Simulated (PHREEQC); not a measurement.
Solution (25 °C): 0.0012 mol Al2(SO4)3, 0.0022 mol ZnCl2 and 0.0047 mol NaCl per kg of water. Closed to the air; pH follows from the charge balance.

Equilibrium calculation in PHREEQC: ion-association model, phreeqc.dat.

Precipitation was switched off in this run.

### Question
Estimate the pH, ionic strength.

### Answer
pH 4.14; ionic strength 0.0196 mol/kgw.

### Question
In which forms is S present?

### Answer
SO4-2 52 %, AlSO4+ 37 %, ZnSO4 7.8 %, Al(SO4)2- 2.5 %, NaSO4- 0.7 % of the S.

Examples of supersaturated solids here: Gibbsite (slow to form). Others may be too. Species that the database lacks are ignored.
